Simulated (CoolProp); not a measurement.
Vapour-liquid equilibrium of propane (1) + R236FA (2) at 1.98 bar; x and y are mole fractions of (1).

Values from CoolProp's multi-fluid Helmholtz-energy mixture model, Lemmon 2009 and Pan 2012; pair parameters Bell 2016.

Give the bubble temperature and the first vapour's composition at x = 0.05, 0.35, 0.5. Is there an azeotrope?

x = 0.05: 2.2 °C, y = 0.415; x = 0.35: -23.0 °C, y = 0.839; x = 0.5: -24.1 °C, y = 0.852. No azeotrope shows between x = 0.05 and 0.95.

Pair parameters are fitted to limited data, so mixtures are less certain than the pure fluids. With so large a gap from Raoult's law the liquid may split in two, which this calculation doesn't test in full.
